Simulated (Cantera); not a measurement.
An isothermal, constant-pressure homogeneous reactor starts with C2H6 : N2 = 1 : 64 (molar parts), at 1650 K and 1.00 bar. Integrator tolerance rtol = 1e-08.

Computed with Cantera and GRI-Mech 3.0 (53 species, 325 reactions). GRI-Mech 3.0 stops at C3 and has no aromatics, soot or wall deposition, so with more carbon than oxygen in the feed, carbon stays in small species such as C2H2 where larger ones or solid carbon would form.

```
quantity                                              before                                      after
-----------------  -----------------------------------------  -----------------------------------------
x(C2H6) at 10.0 s   3.12e-9 (gas-phase equilibrium 4.31e-10)  7.22e-10 (gas-phase equilibrium 9.94e-11)
x(C2H) at 10.0 s     3.44e-8 (gas-phase equilibrium 5.09e-9)    1.42e-7 (gas-phase equilibrium 1.90e-8)
x(H) at 10.0 s       1.57e-5 (gas-phase equilibrium 1.58e-5)    4.04e-5 (gas-phase equilibrium 4.04e-5)
x(C2H2) at 10.0 s     0.0148 (gas-phase equilibrium 0.00220)     0.0149 (gas-phase equilibrium 0.00199)
x(CH2) at 10.0 s   7.20e-10 (gas-phase equilibrium 2.64e-10)   2.10e-9 (gas-phase equilibrium 7.80e-10)
x(CH4) at 10.0 s    0.000128 (gas-phase equilibrium 4.70e-5)    5.21e-5 (gas-phase equilibrium 1.94e-5)
x(C2H4) at 10.0 s    3.17e-5 (gas-phase equilibrium 4.73e-6)    1.47e-5 (gas-phase equilibrium 1.97e-6)
```

Problem. Which change was made?
A) C2H6 1 to 2.3 parts
B) temperature 1650 to 1750 K
C) N2 64 to 8.9 parts
D) C2H6 1 to 6.9 parts

Solution. B, temperature 1650 to 1750 K
